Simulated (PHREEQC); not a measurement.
A solution holds 0.0069 mol LiOH, 0.00015 mol CO2 and 0.00073 mol K2CO3 per kg of water, at 20 °C. Closed to the air; pH follows from the charge balance.

Model: ion-association model, phreeqc.dat, run in PHREEQC.

| quantity | before | after |
|---|---|---|
| pH | 11.94 | 10.98 |
| HCO3- (mol/kgw) | 1.76e-5 | 1.62e-5 |
| CO2 (mol/kgw) | 4.40e-11 | 3.94e-10 |

Question: Which change was made?
A) diluted 10-fold with water
B) CO2 from 0.00015 to 1.5e-05 mol/kgw
C) diluted 2-fold with water
D) LiOH replaced by Li2CO3 at the same molality
E) K2CO3 from 0.00073 to 0.0073 mol/kgw

Answer: A, diluted 10-fold with water

No solid was allowed to form.
